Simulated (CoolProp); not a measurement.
100 sccm (0 °C, 1 atm) of nitrogen bubbles through liquid dodecamethylpentasiloxane (MD3M) at 356.5 K and leaves saturated at a total pressure of 0.0103 MPa (ideal gas phase). Each further row changes one setting.

The numbers come from the reference Helmholtz-energy equation of state, Thol 2019 in CoolProp.

| case | vapour pressure (kPa) | mole fraction of vapour | delivery (mg/min) | delivery (sccm) | change of delivery for a bath 1 K warmer (%) |
|---|---|---|---|---|---|
| as stated | 0.472 | 0.0458 | … | 4.80 | … |
| bath temperature 361.5 K | 0.626 | 0.0608 | 111 | … | 6.1 |
| total pressure 0.0206 MPa | 0.472 | 0.0229 | 40.2 | 2.34 | 6.1 |

Problem. What belongs in the gaps?

Solution. 
- as stated, delivery (mg/min): 82.4
- as stated, change of delivery for a bath 1 K warmer (%): 6.2
- bath temperature 361.5 K, delivery (sccm): 6.48
